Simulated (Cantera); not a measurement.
Cantera run, input and output.

```python
import numpy as np
import cantera as ct

gas = ct.Solution("gri30.yaml")
gas.TPX = 1250, 190000, {'CO': 0.011, 'O2': 0.047, 'H2O': 0.12, 'N2': 1}
inlet = ct.Reservoir(gas, clone=True)

reactor = ct.IdealGasConstPressureReactor(gas, energy="off", clone=False)
exhaust = ct.Reservoir(gas, clone=True)
tau = [6.2, 2.1, 0.7, 0.24, 0.08, 0.027, 0.009, 0.003, 0.001, 0.00034][0]
for a, b in ((inlet, reactor), (reactor, exhaust)):
    ct.MassFlowController(a, b, mdot=lambda t: reactor.mass / tau)
net = ct.ReactorNet([reactor])
show = ['CO', 'O2', 'H2O', 'H2O2', 'HO2']

rows = []
print(f"{'tau/s':>10s}{'T/K':>9s}" + "".join(f"{s:>11s}" for s in show))
for tau in [6.2, 2.1, 0.7, 0.24, 0.08, 0.027, 0.009, 0.003, 0.001, 0.00034]:
    net.initial_time = 0.0
    net.advance(30 * tau)
    before = gas.X
    net.advance(40 * tau)
    drift = np.max(np.abs(gas.X - before) / (gas.X + 1e-9))
    rows.append([gas.T, *gas[show].X, drift])
    print(f"{tau:10.3e}{gas.T:9.1f}" + "".join(f"{x:11.3e}" for x in gas[show].X))
```

It prints:

```
     tau/s      T/K         CO         O2        H2O       H2O2        HO2
 6.200e+00   1250.0  2.236e-05  3.540e-02  1.023e-01  1.412e-08  1.453e-07
 2.100e+00   1250.0  4.786e-05  3.541e-02  1.023e-01  2.579e-08  3.053e-07
 7.000e-01   1250.0  1.031e-04  3.544e-02  1.023e-01  4.728e-08  6.443e-07
 2.400e-01   1250.0  2.165e-04  3.549e-02  1.023e-01  8.465e-08  1.313e-06
 8.000e-02   1250.0  4.590e-04  3.561e-02  1.023e-01  1.528e-07  2.643e-06
 2.700e-02   1250.0  9.431e-04  3.584e-02  1.022e-01  2.712e-07  4.986e-06
 9.000e-03   1250.0  1.866e-03  3.628e-02  1.021e-01  4.679e-07  8.641e-06
 3.000e-03   1250.0  3.408e-03  3.703e-02  1.020e-01  7.345e-07  1.324e-05
 1.000e-03   1250.0  5.520e-03  3.805e-02  1.018e-01  9.769e-07  1.757e-05
 3.400e-04   1250.0  7.603e-03  3.905e-02  1.017e-01  1.004e-06  1.971e-05
```

Cantera simulation using GRI-Mech 3.0 (53 species, 325 reactions); the numbers are that mechanism's predictions, not measurements.
